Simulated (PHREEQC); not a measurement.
Make-up at 25 °C: 14 mmol/kgw ZnSO4. Closed to the air; pH follows from the charge balance.

Equilibrium calculation in PHREEQC: ion-association model, phreeqc.dat.

```
Property                      Result
--------------------  --------------
pH                              5.72
ionic strength        0.0360 mol/kgw
specific conductance      1850 µS/cm
```

| species | molality | activity | log γ |
|---|---|---|---|
| Zn+2 | 0.00901 | 0.00456 | -0.295 |
| SO4-2 | 0.00868 | 0.00438 | -0.297 |
| ZnSO4 | 0.00465 | 0.00469 | 0.004 |
| Zn(SO4)2-2 | 0.000336 | 0.000167 | -0.303 |
| ZnOH+ | 3.13e-6 | 2.63e-6 | -0.076 |
| H+ | 2.20e-6 | 1.91e-6 | -0.062 |

This is a speciation only: nothing precipitates in the calculation.
